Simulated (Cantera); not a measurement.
# Formation from one mole of O2

Cantera with NASA thermochemical tables; ideal gases at 1 bar, condensed phases pure. Values are per mole of reaction as written; species without (g) are pure solids or liquids, kept so even where they would boil at 1 bar.

2 Pb + O2(g) ⇌ 2 PbO(g)

```tsv
T (K)	ΔH° (kJ)	ΔS° (J/K)	ΔG° (kJ)	log10 K
1573	106.6	97.7	-47.1	1.56
1673	104.7	96.6	-56.8	1.77
1773	102.9	95.5	-66.4	1.96
1873	101.0	94.5	-75.9	2.12
1973	99.1	93.5	-85.3	2.26
2073	97.2	92.5	-94.6	2.38
```

2 Ti + O2(g) ⇌ 2 TiO(g)

| T (K) | ΔH° (kJ) | ΔS° (J/K) | ΔG° (kJ) | log10 K | condensed phases |
|---|---|---|---|---|---|
| 1573 | 74.0 | 161.4 | -179.8 | 5.97 | Ti(β) |
| 1673 | 71.1 | 159.6 | -195.9 | 6.12 | Ti(β) |
| 1773 | 67.7 | 157.6 | -211.8 | 6.24 | Ti(β) |
| 1873 | 64.1 | 155.6 | -227.4 | 6.34 | Ti(β) |
| 1973 | 30.5 | 138.3 | -242.4 | 6.42 | Ti(l) |
| 2073 | 25.1 | 135.7 | -256.1 | 6.45 | Ti(l) |

1.333 Ti + O2(g) ⇌ 0.6667 Ti2O3

| T (K) | ΔH° (kJ) | ΔS° (J/K) | ΔG° (kJ) | log10 K | condensed phases |
|---|---|---|---|---|---|
| 1573 | -993.9 | -168.0 | -729.7 | 24.23 | Ti(β), Ti2O3(s) |
| 1673 | -992.2 | -166.9 | -713.0 | 22.26 | Ti(β), Ti2O3(s) |
| 1773 | -990.6 | -166.0 | -696.3 | 20.51 | Ti(β), Ti2O3(s) |
| 1873 | -989.3 | -165.2 | -679.8 | 18.96 | Ti(β), Ti2O3(s) |
| 1973 | -1007.9 | -174.8 | -663.0 | 17.55 | Ti(l), Ti2O3(s) |
| 2073 | -1007.7 | -174.7 | -645.5 | 16.27 | Ti(l), Ti2O3(s) |

1.333 B + O2(g) ⇌ 0.6667 B2O3(g)

```csv
T (K),ΔH° (kJ),ΔS° (J/K),ΔG° (kJ),log10 K
1573,-562.3,-29.0,-516.6,17.16
1673,-562.9,-29.4,-513.7,16.04
1773,-563.5,-29.8,-510.8,15.05
1873,-564.2,-30.1,-507.8,14.16
1973,-564.9,-30.5,-504.7,13.36
2073,-565.7,-30.9,-501.7,12.64
```
